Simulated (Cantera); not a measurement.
A closed system holds: 1 mol AlCl3, 29 mol H2O, a varied amount of H2, 0.86 mol O2, equilibrated at 1423 K and 1.00 bar.

Method: chemical equilibrium by Gibbs-energy minimisation in Cantera with the NASA 1993 tables (ideal gas, pure condensed phases). Candidate condensed phases: Al, AlCl3, Al2O3, H2O; 29 gas species. Gases not in the tables: Al(OH)3. Equilibrium is a limit: real reactors are often held back by kinetics, nucleation or transport.

x: gas mole fraction; n: condensed amount in mol.

```json
[
 {"n(H2) (mol)": "25", "x H2": "0.419", "x H2O": "0.526", "x HCl": "0.0541", "x H": "4.30e-6", "x Cl": "4.54e-7", "n Al2O3(s)": "0.500"},
 {"n(H2) (mol)": "34", "x H2": "0.500", "x H2O": "0.453", "x HCl": "0.0465", "x H": "4.70e-6", "x Cl": "3.58e-7", "n Al2O3(s)": "0.500"},
 {"n(H2) (mol)": "46", "x H2": "[?]", "x H2O": "[?]", "x HCl": "[?]", "x H": "5.05e-6", "x Cl": "[?]", "n Al2O3(s)": "0.500"},
 {"n(H2) (mol)": "62", "x H2": "0.652", "x H2O": "0.316", "x HCl": "0.0324", "x H": "5.36e-6", "x Cl": "2.19e-7", "n Al2O3(s)": "0.500"},
 {"n(H2) (mol)": "84", "x H2": "0.719", "x H2O": "0.255", "x HCl": "0.0262", "x H": "5.63e-6", "x Cl": "1.68e-7", "n Al2O3(s)": "0.500"},
 {"n(H2) (mol)": "110", "x H2": "0.771", "x H2O": "0.208", "x HCl": "0.0214", "x H": "5.83e-6", "x Cl": "1.32e-7", "n Al2O3(s)": "0.500"},
 {"n(H2) (mol)": "160", "x H2": "0.831", "x H2O": "0.153", "x HCl": "0.0157", "x H": "6.05e-6", "x Cl": "9.40e-8", "n Al2O3(s)": "0.500"},
 {"n(H2) (mol)": "210", "x H2": "0.866", "x H2O": "[?]", "x HCl": "[?]", "x H": "6.18e-6", "x Cl": "[?]", "n Al2O3(s)": "0.500"},
 {"n(H2) (mol)": "290", "x H2": "0.899", "x H2O": "0.0912", "x HCl": "0.00936", "x H": "6.30e-6", "x Cl": "5.37e-8", "n Al2O3(s)": "0.500"},
 {"n(H2) (mol)": "390", "x H2": "0.923", "x H2O": "0.0695", "x HCl": "0.00713", "x H": "6.38e-6", "x Cl": "4.04e-8", "n Al2O3(s)": "0.500"},
 {"n(H2) (mol)": "530", "x H2": "0.943", "x H2O": "0.0521", "x HCl": "0.00535", "x H": "6.45e-6", "x Cl": "3.00e-8", "n Al2O3(s)": "0.500"},
 {"n(H2) (mol)": "710", "x H2": "0.956", "x H2O": "0.0395", "x HCl": "0.00405", "x H": "6.50e-6", "x Cl": "2.25e-8", "n Al2O3(s)": "0.500"}
]
```

### Question
Some entries are withheld; supply them.

### Answer

- 46, x H2: 0.579
- 46, x H2O: 0.382
- 46, x HCl: 0.0392
- 46, x Cl: 2.80e-7
- 210, x H2O: 0.121
- 210, x HCl: 0.0125
- 210, x Cl: 7.29e-8
